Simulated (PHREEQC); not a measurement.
Solution (65 °C): 0.12 mol HBr, 0.0465 mol ZnSO4 and 0.0066 mol MnSO4 per kg of water. Closed to the air; pH follows from the charge balance.

Computed with PHREEQC (ion-association model, phreeqc.dat).

No solid was allowed to form.

### Question
Order these Zn species by the share of Zn that they hold, largest first: ZnBr+, ZnSO4, Zn+2, Zn(SO4)2-2.

### Answer
Zn+2 (87 %), ZnSO4 (12 %), ZnBr+ (0.66 %), Zn(SO4)2-2 (0.48 %)

### Question
Order these S species by the share of S that they hold, largest first: Zn(SO4)2-2, SO4-2, ZnSO4, MnSO4, HSO4-.

### Answer
HSO4- (74 %), SO4-2 (13 %), ZnSO4 (10 %), MnSO4 (1.8 %), Zn(SO4)2-2 (0.84 %)

The pH is 1.20 and the ionic strength 0.227 mol/kgw. Species that the database lacks are ignored. Away from 25 °C the constants follow the database's enthalpies or fits; those with neither stay at their 25 °C values.
